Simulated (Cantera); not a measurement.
A closed system holds: 1 mol TiCl₄, 2.1 mol CH₄, at 1000 °C and 750 Torr.

Equilibrium computed with Cantera from the NASA thermochemical tables; the gas is ideal and each condensed phase is pure. Candidate condensed phases: C, C₆H₆, C₇H₈, C₈H₁₈, Ti, TiC, TiCl₂, TiCl₃, TiCl₄; 96 gas species. TiC: taken at fixed stoichiometry. Rates play no part.

Base state: H₂ 0.642, HCl 0.224, TiCl₄ 0.110, TiCl₃ 0.0209, CH₄ 0.00387 (mole fractions); condensed: C(graphite) + TiC(s).

Question: What changes in the equilibrium state with this change: TiCl₄ replaced by Ti?

Answer: 
```
species            before    after
----------------  -------  -------
H₂                  0.642    0.991
CH₄               0.00387  0.00922
HCl                 0.224        0
TiCl₄               0.110        0
TiCl₃              0.0209        0
C(graphite), mol     1.80     1.06
TiC(s), mol         0.280     1.00
```

Question: What changes in the equilibrium state with this change: temperature from 1000 °C to 1150 °C?

Answer: 
```json
[
 {"species": "H₂", "before": "0.642", "after": "0.579"},
 {"species": "HCl", "before": "0.224", "after": "0.314"},
 {"species": "TiCl₄", "before": "0.110", "after": "0.0727"},
 {"species": "TiCl₃", "before": "0.0209", "after": "0.0328"},
 {"species": "TiCl₂", "before": "2.56e-6", "after": "2.06e-5"},
 {"species": "CH₄", "before": "0.00387", "after": "0.00128"},
 {"species": "C(graphite), mol", "before": "1.80", "after": "1.69"},
 {"species": "TiC(s), mol", "before": "0.280", "after": "0.400"}
]
```
The tables' values for TiCl₂ are old estimates; treat these amounts as uncertain.

Question: What changes in the equilibrium state with this change: temperature from 1000 °C to 825 °C?

Answer: 
```csv
species,before,after
H₂,0.642,0.700
TiCl₄,0.110,0.153
HCl,0.224,0.120
CH₄,0.00387,0.0179
TiCl₃,0.0209,0.00847
"C(graphite), mol",1.80,1.86
"TiC(s), mol",0.280,0.148
```
